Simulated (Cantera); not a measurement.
A closed system holds: 1 mol Al, a varied amount of Cl2, 44 mol N2, equilibrated at 727 °C and 0.100 bar.

Equilibrium computed with Cantera from the NASA thermochemical tables; the gas is ideal and each condensed phase is pure. Candidate condensed phases: Al, AlCl3, AlN; 11 gas species. Equilibrium is a limit: real reactors are often held back by kinetics, nucleation or transport.

x: gas mole fraction; n: condensed amount in mol.

```json
[
 {"n(Cl2) (mol)": "1.2", "x N2": "0.982", "x Cl2": "<1e-12", "x AlCl3": "0.0179", "x Cl": "___", "n AlN(s)": "0.200"},
 {"n(Cl2) (mol)": "2", "x N2": "0.967", "x Cl2": "0.0109", "x AlCl3": "0.0220", "x Cl": "___", "n AlN(s)": "0"},
 {"n(Cl2) (mol)": "2.7", "x N2": "0.952", "x Cl2": "0.0259", "x AlCl3": "0.0216", "x Cl": "___", "n AlN(s)": "0"},
 {"n(Cl2) (mol)": "3.5", "x N2": "0.936", "x Cl2": "0.0424", "x AlCl3": "0.0213", "x Cl": "___", "n AlN(s)": "0"},
 {"n(Cl2) (mol)": "4.3", "x N2": "0.920", "x Cl2": "0.0584", "x AlCl3": "0.0209", "x Cl": "___", "n AlN(s)": "0"},
 {"n(Cl2) (mol)": "5.1", "x N2": "0.905", "x Cl2": "0.0739", "x AlCl3": "0.0206", "x Cl": "___", "n AlN(s)": "0"},
 {"n(Cl2) (mol)": "5.9", "x N2": "0.891", "x Cl2": "0.0889", "x AlCl3": "0.0202", "x Cl": "0.000366", "n AlN(s)": "0"},
 {"n(Cl2) (mol)": "6.7", "x N2": "0.876", "x Cl2": "0.103", "x AlCl3": "0.0199", "x Cl": "0.000395", "n AlN(s)": "0"},
 {"n(Cl2) (mol)": "7.5", "x N2": "0.863", "x Cl2": "0.117", "x AlCl3": "0.0196", "x Cl": "0.000421", "n AlN(s)": "0"},
 {"n(Cl2) (mol)": "8.3", "x N2": "0.849", "x Cl2": "0.131", "x AlCl3": "0.0193", "x Cl": "0.000445", "n AlN(s)": "0"}
]
```

### Question
Some entries are withheld; supply them.

### Answer

- 1.2, x Cl: 7.95e-10
- 2, x Cl: 0.000128
- 2.7, x Cl: 0.000198
- 3.5, x Cl: 0.000253
- 4.3, x Cl: 0.000297
- 5.1, x Cl: 0.000334
